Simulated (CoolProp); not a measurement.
Vapour pressure (bar) of dimethyl carbonate: the reference equation beside estimates from Tc = 283.9 °C, pc = 49.09 bar, ω = 0.346. Clausius-Clapeyron is anchored at 116.55 °C with a constant enthalpy of vaporisation of 32.12 kJ/mol.

Computed with CoolProp (reference Helmholtz-energy equation of state, Zhou 2011).

```tsv
T (°C)	reference	Lee-Kesler	Clausius-Clapeyron	Redlich-Kwong	Peng-Robinson
110.25	1.850	1.844	1.870	3.718	1.844
116.55	2.200	2.201	2.200	4.274	2.196
122.85	2.600	2.610	2.576	4.886	2.599
129.05	3.046	3.067	2.994	5.549	3.049
135.35	3.558	3.593	3.472	6.285	3.567
141.65	4.133	4.184	4.009	7.087	4.150
147.85	4.766	4.835	4.598	7.946	4.794
154.15	5.483	5.573	5.264	8.890	5.524
160.45	6.279	6.392	6.003	9.910	6.336
166.75	7.160	7.299	6.820	11.01	7.237
172.95	8.115	8.282	7.705	12.17	8.217
179.25	9.182	9.379	8.693	13.43	9.313
185.55	10.35	10.58	9.775	14.78	10.52
```

Absolute difference from the reference over all 13 rows, mean and median: Lee-Kesler 1.3 and 1.4 %, Clausius-Clapeyron 3.2 and 3.5 %, Redlich-Kwong 68.7 and 66.7 %, Peng-Robinson 0.7 and 0.6 %.
